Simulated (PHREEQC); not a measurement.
1 kg of water holding 24 mmol/kgw Na2SO4 and 3.4 mmol/kgw Na2CO3 is evaporated at 90 °C; the solids stay in contact with the brine. CO2 from the air is kept out. Only these solids could form: Burkeite, Mirabilite, Nahcolite, Natron, Thenardite, Trona.

All values are PHREEQC results (Pitzer model, pitzer.dat), not measurements.

```csv
water left (kg),ionic strength,water activity,Thenardite (mol),C in solution (mol/kgw),Na in solution (mol/kgw),S in solution (mol/kgw),pH
1,0.0801,0.999,0,0.00340,0.0548,0.0240,9.60
0.8219,0.0977,0.998,0,0.00414,0.0667,0.0292,9.65
0.6755,0.119,0.998,0,0.00503,0.0811,0.0355,9.69
0.4563,0.177,0.997,0,0.00745,0.120,0.0526,9.77
0.3751,0.215,0.997,0,0.00907,0.146,0.0640,9.81
0.3083,0.262,0.996,0,0.0110,0.178,0.0779,9.85
0.2534,0.320,0.995,0,0.0134,0.216,0.0947,9.89
0.1712,0.475,0.993,0,0.0199,0.320,0.140,9.96
0.1407,0.578,0.992,0,0.0242,0.390,0.171,10.00
0.1156,0.704,0.991,0,0.0294,0.474,0.208,10.03
0.09504,0.857,0.989,0,0.0358,0.577,0.253,10.07
0.0642,1.27,0.984,0,0.0530,0.854,0.374,10.14
0.05278,1.55,0.980,0,0.0644,1.04,0.455,10.17
0.04338,1.88,0.977,0,0.0784,1.26,0.553,10.21
0.03567,2.29,0.972,0,0.0953,1.54,0.673,10.26
0.02933,2.79,0.966,0,0.116,1.87,0.818,10.30
0.01982,4.13,0.951,0,0.172,2.77,1.21,10.41
0.0163,5.02,0.940,0,0.209,3.36,1.47,10.47
0.0134,6.11,0.927,0,0.254,4.09,1.79,10.54
0.01103,7.43,0.911,0,0.308,4.97,2.18,10.61
0.007459,8.74,0.894,0.00559,0.456,5.85,2.47,10.74
0.006126,8.72,0.892,0.00952,0.555,5.84,2.36,10.79
0.005046,8.70,0.889,0.0127,0.674,5.83,2.24,10.84
```

Thenardite from water left = 0.009062 kg (pH 10.69).

Away from 25 °C the constants follow the database's enthalpies or fits; those with neither stay at their 25 °C values.
